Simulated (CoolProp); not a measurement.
A Linde-Hampson liquefier for carbon monoxide: isothermal reversible compression at 290 K from 1 atm to 15 MPa, throttling to 1 atm, return gas leaving the recuperator 0 K below the feed. Each further row changes one setting.

Computed with CoolProp (reference Helmholtz-energy equation of state, Lemmon 2006). It is a short technical equation, of lower accuracy than the large ones.

| case | liquid yield per pass | compression work (kJ/kg of gas) |
|---|---|---|
| as stated | (withheld) | 428 |
| high pressure 30 MPa | (withheld) | (withheld) |
| warm-end temperature 320 K | (withheld) | (withheld) |
| warm-end gap 5 K | (withheld) | 428 |

Q: What belongs in the gaps?

A: 
- as stated, liquid yield per pass: 0.078
- high pressure 30 MPa, liquid yield per pass: 0.112
- high pressure 30 MPa, compression work (kJ/kg of gas): 490
- warm-end temperature 320 K, liquid yield per pass: 0.057
- warm-end temperature 320 K, compression work (kJ/kg of gas): 475
- warm-end gap 5 K, liquid yield per pass: 0.066
